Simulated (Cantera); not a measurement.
## Equilibrium for chemical vapour transport: Fe + Cl₂ + O₂

Input: 1 mol Fe, 0.067 mol Cl₂, 0.24 mol O₂, held at 21.8 Torr.

Method: chemical equilibrium by Gibbs-energy minimisation in Cantera with the NASA 1993 tables (ideal gas, pure condensed phases). Candidate condensed phases: Fe, FeCl₂, FeCl₃, FeO, Fe₂O₃, Fe₃O₄; 13 gas species. Mutual solubility and eutectic melting of coexisting phases are not modelled. The tables' stoichiometric FeO is somewhat more stable than real wüstite, so its field is too wide. FeO: taken at fixed stoichiometry. The numbers say what is thermodynamically allowed, not how fast it happens.

```csv
T (°C),x FeCl₂,x Fe₂Cl₄,x FeCl₃,x Cl,x Fe,x FeCl,x Cl₂,x FeO,n Fe(α),n FeO(s),n Fe(γ)
852,0.955,0.0449,0.000362,4.17e-7,1.16e-10,3.69e-10,1.20e-9,<1e-12,0.453,0.480,0
902,0.975,0.0245,0.000320,1.05e-6,7.26e-10,1.55e-9,2.46e-9,<1e-12,0.453,0.480,0
952,0.986,0.0139,0.000283,2.46e-6,3.89e-9,5.74e-9,4.72e-9,1.06e-12,0,0.480,0.453
1002,0.992,0.00817,0.000252,5.39e-6,1.82e-8,1.91e-8,8.61e-9,7.33e-12,0,0.480,0.453
1052,0.995,0.00498,0.000225,1.11e-5,7.57e-8,5.79e-8,1.50e-8,4.38e-11,0,0.480,0.453
1102,0.997,0.00315,0.000203,2.17e-5,2.83e-7,1.62e-7,2.51e-8,2.28e-10,0,0.480,0.453
1152,0.998,0.00205,0.000184,4.06e-5,9.64e-7,4.19e-7,4.05e-8,1.06e-9,0,0.480,0.453
1202,0.998,0.00138,0.000168,7.28e-5,3.01e-6,1.02e-6,6.34e-8,4.39e-9,0,0.480,0.453
```
x: gas mole fraction; n: condensed amount in mol.

From 852 °C to 902 °C the condensed part is Fe(α) + FeO(s). From 952 °C to 1202 °C the condensed part is Fe(γ) + FeO(s). The main Fe-bearing gas is FeCl₂ throughout.
